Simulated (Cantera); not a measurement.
An isothermal, constant-pressure homogeneous reactor starts with 12.3 % H₂, 87.7 % O₂, at 1300 K and 24.0 Torr.

Model: GRI-Mech 3.0 (53 species, 325 reactions), integrated in Cantera. Radical loss at walls, strong at low pressure, is not modelled. The temperature is held fixed by assumption; the heat of reaction is taken as removed at once.

x: mole fraction; the columns are a selection and need not sum to one.

| t (s) | x H₂ | x O₂ | x H₂O₂ | x H | x OH |
|---|---|---|---|---|---|
| 0.000600 | 0.00544 | 0.796 | [?] | 0.0300 | 0.0104 |
| 0.00134 | 0.00366 | 0.806 | 4.14e-7 | 0.0223 | 0.00894 |
| 0.00298 | 0.00266 | 0.826 | 4.30e-7 | 0.0129 | 0.00768 |
| 0.00664 | 0.00133 | 0.848 | 4.01e-7 | 0.00427 | 0.00547 |
| 0.0148 | 0.000408 | 0.862 | [?] | 0.000705 | 0.00305 |
| 0.0329 | 9.36e-5 | 0.867 | [?] | 7.70e-5 | 0.00147 |
| 0.0734 | 2.13e-5 | 0.869 | [?] | 8.42e-6 | 0.000703 |
| 0.164 | 5.52e-6 | 0.869 | [?] | 1.13e-6 | 0.000360 |
| 0.364 | 1.67e-6 | 0.869 | [?] | 1.90e-7 | 0.000199 |
| 0.812 | 5.72e-7 | 0.869 | [?] | 3.86e-8 | 0.000117 |
| 1.81 | 2.21e-7 | 0.869 | [?] | 9.34e-9 | 7.29e-5 |
| 4.03 | 1.03e-7 | 0.869 | [?] | 3.01e-9 | 4.99e-5 |
| 8.98 | 7.18e-8 | 0.869 | 1.23e-9 | 1.75e-9 | 4.16e-5 |
| 20.0 | 6.86e-8 | 0.869 | 1.20e-9 | 1.63e-9 | 4.06e-5 |

### Question
Some entries are withheld; supply them.

### Answer

- 0.000600, x H₂O₂: 4.68e-7
- 0.0148, x H₂O₂: 2.85e-7
- 0.0329, x H₂O₂: 1.52e-7
- 0.0734, x H₂O₂: 7.04e-8
- 0.164, x H₂O₂: 3.12e-8
- 0.364, x H₂O₂: 1.38e-8
- 0.812, x H₂O₂: 6.15e-9
- 1.81, x H₂O₂: 2.89e-9
- 4.03, x H₂O₂: 1.60e-9
